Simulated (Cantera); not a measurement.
## Equilibrium for carbon deposition, reforming and gasification: CH4 + O2 + H2

Feed: 1 mol CH4, 0.56 mol O2, 14 mol H2, held at 370000 Pa.

Method: chemical equilibrium by Gibbs-energy minimisation in Cantera with the NASA 1993 tables (ideal gas, pure condensed phases). Candidate condensed phases: C, C6H6, C7H8, C8H18, H2O; 110 gas species. Equilibrium is a limit: real reactors are often held back by kinetics, nucleation or transport.

```tsv
T (K)	x H2	x CO	x H2O	x CH4	x CO2
1048	0.887	0.0200	0.0489	0.0426	0.00131
1123	0.908	0.0365	0.0303	0.0240	0.00111
1198	0.921	0.0477	0.0184	0.0118	0.000696
1273	0.928	0.0536	0.0121	0.00541	0.000423
1348	0.932	0.0565	0.00914	0.00233	0.000283
1423	0.933	0.0578	0.00782	0.000966	0.000214
1498	0.934	0.0583	0.00729	0.000403	0.000176
1573	0.934	0.0585	0.00708	0.000176	0.000153
1648	0.934	0.0586	0.00700	8.14e-5	0.000137
1723	0.934	0.0587	0.00697	4.01e-5	0.000125
1798	0.934	0.0587	0.00696	2.10e-5	0.000115
1873	0.934	0.0587	0.00696	1.15e-5	0.000107
1948	0.934	0.0587	0.00696	6.66e-6	9.97e-5
```
x: gas mole fraction; nothing condenses.

From 1048 K to 1948 K nothing is condensed. The main C-bearing gas is CH4 at 1048 K and CO at 1948 K.
